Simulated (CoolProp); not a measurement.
Vapour-liquid equilibrium of R152A (1) + isobutane (2) at 19.1 bar; x and y are mole fractions of (1).

The numbers come from the multi-fluid Helmholtz-energy mixture model, Outcalt 1996 and Bücker 2006; pair parameters Bell 2016 in CoolProp.

```json
[
 {"x": "0.05", "bubble temperature (K)": "365.8", "y at the bubble point": "0.105", "dew temperature at overall composition x (K)": "368.5", "liquid density (mol/L)": "7.681"},
 {"x": "0.15", "bubble temperature (K)": "357.4", "y at the bubble point": "0.272", "dew temperature at overall composition x (K)": "363.5", "liquid density (mol/L)": "8.044"},
 {"x": "0.25", "bubble temperature (K)": "351.5", "y at the bubble point": "0.395", "dew temperature at overall composition x (K)": "358.5", "liquid density (mol/L)": "8.363"},
 {"x": "0.35", "bubble temperature (K)": "347.4", "y at the bubble point": "0.488", "dew temperature at overall composition x (K)": "353.6", "liquid density (mol/L)": "8.666"},
 {"x": "0.45", "bubble temperature (K)": "344.5", "y at the bubble point": "0.564", "dew temperature at overall composition x (K)": "349.0", "liquid density (mol/L)": "8.977"},
 {"x": "0.55", "bubble temperature (K)": "342.6", "y at the bubble point": "0.629", "dew temperature at overall composition x (K)": "345.0", "liquid density (mol/L)": "9.318"},
 {"x": "0.65", "bubble temperature (K)": "341.4", "y at the bubble point": "0.692", "dew temperature at overall composition x (K)": "342.1", "liquid density (mol/L)": "9.709"},
 {"x": "0.75", "bubble temperature (K)": "340.8", "y at the bubble point": "0.757", "dew temperature at overall composition x (K)": "340.8", "liquid density (mol/L)": "10.16"},
 {"x": "0.85", "bubble temperature (K)": "341.0", "y at the bubble point": "0.834", "dew temperature at overall composition x (K)": "341.2", "liquid density (mol/L)": "10.68"},
 {"x": "0.95", "bubble temperature (K)": "342.4", "y at the bubble point": "0.934", "dew temperature at overall composition x (K)": "342.7", "liquid density (mol/L)": "11.25"}
]
```

y crosses x between x = 0.75 and 0.85: the model has an azeotrope there.

The pair parameters rest on a limited set of measurements; away from them the model extrapolates.
